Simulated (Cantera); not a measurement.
# Premixed flame

A freely propagating, adiabatic, planar premixed flame of 10.2 % CH4, 0.620 % C2H6, 18.7 % O2, 70.5 % N2, unburnt at 475 K and 0.760 bar; mixture-averaged transport, grid criteria slope 0.08 and curve 0.16, no radiation.

Cantera simulation using GRI-Mech 3.0 (53 species, 325 reactions); the numbers are that mechanism's predictions, not measurements. Burning velocities carry a grid error of a few per cent, more on coarse grids.

```json
[
 {"z (mm)": "-1.40", "T (K)": "475", "u (m/s)": "0.830", "x CH4": "0.101", "x C2H6": "0.00619", "x O2": "0.187", "x C2H2": "<1e-8", "x C2H": "<1e-8", "x C2H4": "3.90e-8"},
 {"z (mm)": "-0.934", "T (K)": "477", "u (m/s)": "0.835", "x CH4": "0.101", "x C2H6": "0.00617", "x O2": "0.186", "x C2H2": "9.29e-8", "x C2H": "<1e-8", "x C2H4": "7.52e-7"},
 {"z (mm)": "-0.701", "T (K)": "486", "u (m/s)": "0.854", "x CH4": "0.100", "x C2H6": "0.00615", "x O2": "0.185", "x C2H2": "6.75e-7", "x C2H": "<1e-8", "x C2H4": "5.57e-6"},
 {"z (mm)": "-0.467", "T (K)": "563", "u (m/s)": "0.999", "x CH4": "0.0947", "x C2H6": "0.00601", "x O2": "0.179", "x C2H2": "1.03e-5", "x C2H": "<1e-8", "x C2H4": "8.41e-5"},
 {"z (mm)": "-0.234", "T (K)": "1022", "u (m/s)": "1.85", "x CH4": "0.0661", "x C2H6": "0.00487", "x O2": "0.140", "x C2H2": "0.000137", "x C2H": "<1e-8", "x C2H4": "0.000834"},
 {"z (mm)": "-0.117", "T (K)": "1447", "u (m/s)": "2.66", "x CH4": "0.0365", "x C2H6": "0.00241", "x O2": "0.0960", "x C2H2": "0.000369", "x C2H": "2.48e-8", "x C2H4": "0.00144"},
 {"z (mm)": "0", "T (K)": "1821", "u (m/s)": "3.38", "x CH4": "0.00951", "x C2H6": "0.000184", "x O2": "0.0478", "x C2H2": "0.000615", "x C2H": "8.13e-7", "x C2H4": "0.000742"},
 {"z (mm)": "0.117", "T (K)": "1985", "u (m/s)": "3.69", "x CH4": "0.000943", "x C2H6": "1.39e-6", "x O2": "0.0198", "x C2H2": "0.000204", "x C2H": "9.62e-7", "x C2H4": "5.55e-5"},
 {"z (mm)": "0.234", "T (K)": "2026", "u (m/s)": "3.76", "x CH4": "5.21e-5", "x C2H6": "<1e-8", "x O2": "0.00970", "x C2H2": "1.86e-5", "x C2H": "1.30e-7", "x C2H4": "1.09e-6"},
 {"z (mm)": "0.467", "T (K)": "2055", "u (m/s)": "3.79", "x CH4": "1.47e-7", "x C2H6": "<1e-8", "x O2": "0.00529", "x C2H2": "8.83e-8", "x C2H": "<1e-8", "x C2H4": "<1e-8"},
 {"z (mm)": "0.934", "T (K)": "2088", "u (m/s)": "3.84", "x CH4": "<1e-8", "x C2H6": "<1e-8", "x O2": "0.00397", "x C2H2": "<1e-8", "x C2H": "<1e-8", "x C2H4": "<1e-8"},
 {"z (mm)": "1.87", "T (K)": "2129", "u (m/s)": "3.91", "x CH4": "<1e-8", "x C2H6": "<1e-8", "x O2": "0.00291", "x C2H2": "<1e-8", "x C2H": "<1e-8", "x C2H4": "<1e-8"},
 {"z (mm)": "3.74", "T (K)": "2174", "u (m/s)": "3.98", "x CH4": "<1e-8", "x C2H6": "<1e-8", "x O2": "0.00180", "x C2H2": "<1e-8", "x C2H": "<1e-8", "x C2H4": "<1e-8"}
]
```
x: mole fraction of selected species; z is measured from the peak of heat release.

```
Property                      Value
------------------------  ---------
laminar burning velocity  82.8 cm/s
thermal thickness          0.467 mm
peak x(C2H2)               0.000620
peak x(C2H)                 1.30e-6
peak x(C2H4)                0.00146
grid points                     160
```
